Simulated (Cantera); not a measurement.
Charge: 1 mol H2S, 0.094 mol H2O, 0.13 mol O2, at 2700 K and 2000000 Pa.

Equilibrium computed with Cantera from the NASA thermochemical tables; the gas is ideal and each condensed phase is pure. Candidate condensed phases: H2O, H2SO4, S; 19 gas species. Rates play no part.

Base state: H2 0.372, S2 0.215, H2O 0.189, H2S 0.111, SH 0.0636, SO 0.0194, S 0.00989, SO2 0.00878 (mole fractions); condensed: gas only.

Question: What changes in the equilibrium state with this change: pressure from 2000000 Pa to 74.0 Pa?

Answer: 
```csv
species,before,after
H,0.00775,0.554
S,0.00989,0.254
H2,0.372,0.0704
H2S,0.111,2.00e-5
O,1.33e-5,0.0405
H2O,0.189,0.00400
S2,0.215,0.00523
SH,0.0636,0.00431
SO,0.0194,0.0557
S2O,0.00265,7.25e-6
O2,2.73e-6,0.000929
OH,0.00101,0.00807
SO2,0.00878,0.00283
```

Question: What changes in the equilibrium state with this change: temperature from 2700 K to 1325 K?

Answer: 
| species | before | after |
|---|---|---|
| H2S | 0.111 | 0.560 |
| H2O | 0.189 | 0.279 |
| S2 | 0.215 | 0.119 |
| H2 | 0.372 | 0.0383 |
| SO | 0.0194 | 2.97e-5 |
| SH | 0.0636 | 0.000498 |
| OH | 0.00101 | 7.60e-9 |
| H | 0.00775 | 7.16e-8 |
| S | 0.00989 | 3.15e-7 |
